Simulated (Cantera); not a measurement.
An isothermal, constant-pressure homogeneous reactor starts with CH4 : H2 = 1 : 5.5 (molar parts), at 1350 K and 0.0870 bar.

Cantera simulation using GRI-Mech 3.0 (53 species, 325 reactions); the numbers are that mechanism's predictions, not measurements. GRI-Mech 3.0 stops at C3 and has no aromatics, soot or wall deposition, so with more carbon than oxygen in the feed, carbon stays in small species such as C2H2 where larger ones or solid carbon would form.

Problem. Predict: x(CH4) at 300 s; x(H2) at 300 s; x(C2H4) at 300 s; x(C2H2) at 300 s.

Solution. 
```
Property                                           Result
----------------  ---------------------------------------
x(CH4) at 300 s     0.0807 (gas-phase equilibrium 0.0687)
x(H2) at 300 s        0.887 (gas-phase equilibrium 0.894)
x(C2H4) at 300 s  0.00332 (gas-phase equilibrium 0.00387)
x(C2H2) at 300 s    0.0286 (gas-phase equilibrium 0.0333)
```
